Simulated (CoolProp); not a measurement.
Vapour-liquid equilibrium of ethylbenzene (1) + n-nonane (2) at 1170 kPa; x and y are mole fractions of (1).

Values from CoolProp's multi-fluid Helmholtz-energy mixture model, Zhou 2012 and Lemmon 2006; pair parameters Bell 2016.

```
x      bubble temperature, mixture model (°C)  bubble temperature, Raoult's law (°C)  y, mixture model  y, Raoult's law
-----  --------------------------------------  -------------------------------------  ----------------  ---------------
0.05                                    273.5                                  273.8             0.060            0.062
0.125                                   271.8                                  272.5             0.147            0.153
0.2                                     270.1                                  271.2             0.232            0.240
0.275                                   268.5                                  270.0             0.314            0.324
0.35                                    267.0                                  268.8             0.393            0.405
0.425                                   265.6                                  267.5             0.469            0.484
0.5                                     264.4                                  266.3             0.543            0.559
0.575                                   263.2                                  265.2             0.614            0.632
0.65                                    262.1                                  264.0             0.683            0.703
0.725                                   261.2                                  262.9             0.751            0.770
0.8                                     260.3                                  261.7             0.818            0.836
0.875                                   259.6                                  260.6             0.885            0.899
0.95                                    259.1                                  259.5             0.953            0.960
```

The largest gap from Raoult's law is -2.0 K in bubble temperature, at x = 0.575. No azeotrope shows between x = 0.05 and 0.95.

Pair parameters are fitted to limited data, so mixtures are less certain than the pure fluids.
